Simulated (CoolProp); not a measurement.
Hexamethyldisiloxane (MM) at several states: density (kg/m³) from the reference equation and from simpler models built on Tc = 245.6 °C, pc = 1.931 MPa, ω = 0.418; each cubic takes its own stable root.

The numbers come from the reference Helmholtz-energy equation of state, Thol 2016 in CoolProp.

```tsv
T (°C)	p (MPa)	phase	reference
257.35	8.97	supercritical	521.2
56.85	1.29	liquid	727.8
136.35	0.399	liquid	629.5
5.55	0.0768	liquid	779.9
13.95	0.207	liquid	771.4
329.65	0.402	gas	13.62
```

Problem. How far does each simpler model (Redlich-Kwong, Soave-Redlich-Kwong, Peng-Robinson) lie from the reference over these 6 states: mean and median of the absolute difference, and the worst?

Solution. 
- Redlich-Kwong: mean 22.6 %, median 11.3 %, worst -96.4 % at 136.35 °C and 0.399 MPa
- Soave-Redlich-Kwong: mean 5.8 %, median 6.8 %, worst -7.5 % at 136.35 °C and 0.399 MPa
- Peng-Robinson: mean 4.0 %, median 4.5 %, worst +5.6 % at 56.85 °C and 1.29 MPa

At some of these states Redlich-Kwong gives the other phase, because its saturation line lies elsewhere.
